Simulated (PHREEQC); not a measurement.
## Alkaline etch or developer

Dissolve 69 mmol/kgw TMAH, 0.0047 mmol/kgw H4SiO4 and 52 mmol/kgw (CH3)4NCl at 25 °C. Closed to the air; pH follows from the charge balance.

Equilibrium calculation in PHREEQC: ion-association model, phreeqc.dat.

Each row changes one thing in this solution. This is a speciation only: nothing precipitates in the calculation.

```csv
case,pH,H3SiO4- (mol/kgw),H2SiO4-2 (mol/kgw),H4SiO4 (mol/kgw),SI of Quartz (SiO2)
as made,12.71,2.73e-6,1.97e-6,2.66e-9,-4.58
TMAH from 0.069 to 0.138 mol/kgw,(withheld),(withheld),2.83e-6,8.96e-10,-5.04
diluted 100-fold with water,10.82,4.26e-8,2.13e-10,(withheld),-4.39
(CH3)4NCl from 0.052 to 0.0468 mol/kgw,12.71,2.73e-6,1.96e-6,2.67e-9,-4.58
diluted 10-fold with water,11.78,4.41e-7,2.51e-8,4.38e-9,-4.38
(CH3)4NCl left out,(withheld),2.80e-6,1.90e-6,2.76e-9,-4.57
```

### Question
Some entries are withheld; supply them.

### Answer

- TMAH from 0.069 to 0.138 mol/kgw, pH: 12.99
- TMAH from 0.069 to 0.138 mol/kgw, H3SiO4- (mol/kgw): 1.86e-6
- diluted 100-fold with water, H4SiO4 (mol/kgw): 4.23e-9
- (CH3)4NCl left out, pH: 12.73

(CH3)4N+ isn't in the database: it is added as a free cation with an ion size of 4 Å.
